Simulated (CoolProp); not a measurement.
A simple Rankine cycle with neopentane: condensing at 319.15 K, boiler at 0.853 MPa, turbine inlet 364.9 K, turbine efficiency 0.85, pump efficiency 0.6, no recuperator. Each further row changes one setting.

Values from CoolProp's reference Helmholtz-energy equation of state, Lemmon 2006. It is a short technical equation, of lower accuracy than the large ones.

| case | thermal efficiency (%) | net work (kJ/kg) | heat in (kJ/kg) | turbine exit temperature (K) | volume ratio over the turbine |
|---|---|---|---|---|---|
| as stated | 7.9 | 28.0 | 356 | 341.6 | 2.84 |
| turbine inlet 384.9 K | 7.6 | 30.6 | 402 | 362.7 | 2.78 |
| condensing temperature 311.15 K | 9.2 | 34.7 | 376 | 336.9 | 3.56 |
| boiler pressure 0.597 MPa | 5.2 | 19.0 | 366 | 351.1 | 1.91 |
| turbine efficiency 0.75 | 6.9 | 24.5 | 356 | 343.3 | 2.86 |
